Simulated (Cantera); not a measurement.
Ignition delay

Mixture: 6.76 % CH₄, 19.6 % O₂, 73.6 % N₂, equivalence ratio 0.69, at 7500 Torr, adiabatic and at constant volume. Ignition delay is the time to a rise of 400 K.

Detailed kinetics in Cantera: GRI-Mech 3.0 (53 species, 325 reactions).

```tsv
T0 (K)	delay (ms)
1450	0.245
1525	0.121
1600	0.0632
1675	0.0346
1750	0.0199
```

The apparent activation energy between 1600 and 1750 K is 180 kJ/mol.
